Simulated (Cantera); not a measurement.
# Equilibrium for abatement and gas-phase synthesis: HBr + H₂

Charge: 1 mol HBr, 0.13 mol H₂, equilibrated at 2850 °C.

Method: chemical equilibrium by Gibbs-energy minimisation in Cantera with the NASA 1993 tables (ideal gas, pure condensed phases). Candidate condensed phases: Br₂; 5 gas species. The ideal-gas law is rough above about 30 bar. Kinetics and transport are ignored.

```
P (Pa)      x HBr      x H   x Br      x H₂
--------  -------  -------  -----  --------
10        9.11e-5    0.557  0.443  0.000601
120       0.00108    0.547  0.445   0.00697
1400       0.0112    0.467  0.462    0.0593
17000      0.0745    0.243  0.487     0.195
210000      0.253   0.0790  0.413     0.254
2500000     0.501   0.0213  0.254     0.220
30000000    0.697  0.00545  0.115     0.173
```
x: gas mole fraction; nothing condenses.

From 10.0 Pa to 3.00e7 Pa nothing is condensed.
